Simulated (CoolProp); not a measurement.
Vapour-liquid equilibrium of cyclohexane (1) + m-xylene (2) at 1.42 MPa; x and y are mole fractions of (1).

Model: multi-fluid Helmholtz-energy mixture model, Zhou 2014 and Zhou 2012; pair parameters Bell 2016, in CoolProp.

Q: Give the bubble temperature and the first vapour's composition at x = 0.425, 0.8, 0.95. Is there an azeotrope?

A: x = 0.425: 508.2 K, y = 0.620; x = 0.8: 485.9 K, y = 0.892; x = 0.95: 478.8 K, y = 0.974. No azeotrope shows between x = 0.05 and 0.95.

The pair parameters rest on a limited set of measurements; away from them the model extrapolates.
